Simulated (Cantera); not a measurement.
## Equilibrium for silicon carbide growth: Si(CH₃)₄ + C₂H₄ + H₂

Input: 1 mol Si(CH₃)₄, 0.43 mol C₂H₄, a varied amount of H₂, held at 2348 K and 1600 Pa.

Equilibrium computed with Cantera from the NASA thermochemical tables; the gas is ideal and each condensed phase is pure. Candidate condensed phases: C, C₆H₆, C₇H₈, C₈H₁₈, Si, SiC; 87 gas species. Gases not in the tables: Si₂H₆ and higher silanes. The numbers say what is thermodynamically allowed, not how fast it happens.

```json
[
 {"n(H₂) (mol)": "18", "log p H₂": "-1.85", "log p H": "-2.83", "log p Si": "-3.64", "log p C₂H₂ (acetylene)": "-4.11", "log p SiC₂": "-4.43", "n C(graphite)": "3.98", "n SiC(s)": "0.461"},
 {"n(H₂) (mol)": "26", "log p H₂": "-1.85", "log p H": "-2.83", "log p Si": "-3.64", "log p C₂H₂ (acetylene)": "-4.11", "log p SiC₂": "-4.43", "n C(graphite)": "4.02", "n SiC(s)": "0.287"},
 {"n(H₂) (mol)": "37", "log p H₂": "-1.85", "log p H": "-2.83", "log p Si": "-3.64", "log p C₂H₂ (acetylene)": "-4.11", "log p SiC₂": "-4.43", "n C(graphite)": "4.07", "n SiC(s)": "0.0487"},
 {"n(H₂) (mol)": "54", "log p H₂": "-1.85", "log p H": "-2.83", "log p Si": "-3.74", "log p C₂H₂ (acetylene)": "-4.11", "log p SiC₂": "-4.53", "n C(graphite)": "3.93", "n SiC(s)": "0"},
 {"n(H₂) (mol)": "78", "log p H₂": "-1.85", "log p H": "-2.83", "log p Si": "-3.87", "log p C₂H₂ (acetylene)": "-4.11", "log p SiC₂": "-4.66", "n C(graphite)": "3.69", "n SiC(s)": "0"},
 {"n(H₂) (mol)": "110", "log p H₂": "-1.84", "log p H": "-2.83", "log p Si": "-4.00", "log p C₂H₂ (acetylene)": "-4.11", "log p SiC₂": "-4.79", "n C(graphite)": "3.35", "n SiC(s)": "0"},
 {"n(H₂) (mol)": "160", "log p H₂": "-1.84", "log p H": "-2.83", "log p Si": "-4.14", "log p C₂H₂ (acetylene)": "-4.11", "log p SiC₂": "-4.93", "n C(graphite)": "2.84", "n SiC(s)": "0"},
 {"n(H₂) (mol)": "230", "log p H₂": "-1.84", "log p H": "-2.83", "log p Si": "-4.29", "log p C₂H₂ (acetylene)": "-4.10", "log p SiC₂": "-5.08", "n C(graphite)": "2.11", "n SiC(s)": "0"},
 {"n(H₂) (mol)": "340", "log p H₂": "-1.84", "log p H": "-2.83", "log p Si": "-4.45", "log p C₂H₂ (acetylene)": "-4.10", "log p SiC₂": "-5.24", "n C(graphite)": "0.956", "n SiC(s)": "0"},
 {"n(H₂) (mol)": "490", "log p H₂": "-1.84", "log p H": "-2.83", "log p Si": "-4.60", "log p C₂H₂ (acetylene)": "-4.16", "log p SiC₂": "-5.44", "n C(graphite)": "0", "n SiC(s)": "0"},
 {"n(H₂) (mol)": "710", "log p H₂": "-1.84", "log p H": "-2.83", "log p Si": "-4.74", "log p C₂H₂ (acetylene)": "-4.31", "log p SiC₂": "-5.73", "n C(graphite)": "0", "n SiC(s)": "0"},
 {"n(H₂) (mol)": "1000", "log p H₂": "-1.84", "log p H": "-2.83", "log p Si": "-4.87", "log p C₂H₂ (acetylene)": "-4.45", "log p SiC₂": "-6.01", "n C(graphite)": "0", "n SiC(s)": "0"},
 {"n(H₂) (mol)": "1500", "log p H₂": "-1.84", "log p H": "-2.83", "log p Si": "-5.04", "log p C₂H₂ (acetylene)": "-4.62", "log p SiC₂": "-6.35", "n C(graphite)": "0", "n SiC(s)": "0"}
]
```
log p: log10 of the partial pressure in bar; n: condensed amount in mol.

From 18 mol H₂ to 37 mol H₂ the condensed part is C(graphite) + SiC(s). From 54 mol H₂ to 340 mol H₂ the condensed part is C(graphite). From 490 mol H₂ to 1500 mol H₂ nothing is condensed. The main Si-bearing gas is Si throughout.
